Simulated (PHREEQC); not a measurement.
A solution holds 0.0032 mol NaHSO4 per kg of water, at 25 °C. Closed to the air; pH follows from the charge balance.

All values are PHREEQC results (ion-association model, phreeqc.dat), not measurements.

```json
{
 "pH": "2.60",
 "ionic_strength": "0.00856 mol/kgw",
 "specific_conductance": "1440 µS/cm",
 "total_alkalinity": "-3.20 meq/kg"
}
```

```
species  molality  activity   log γ
-------  --------  --------  ------
Na+       0.00317   0.00288  -0.041
H+        0.00271   0.00249  -0.037
SO4-2     0.00268   0.00184  -0.164
HSO4-    0.000490  0.000445  -0.042
NaSO4-    2.92e-5   2.66e-5  -0.041
```

No solid was allowed to form. Complexes and solids missing from the database can't appear.
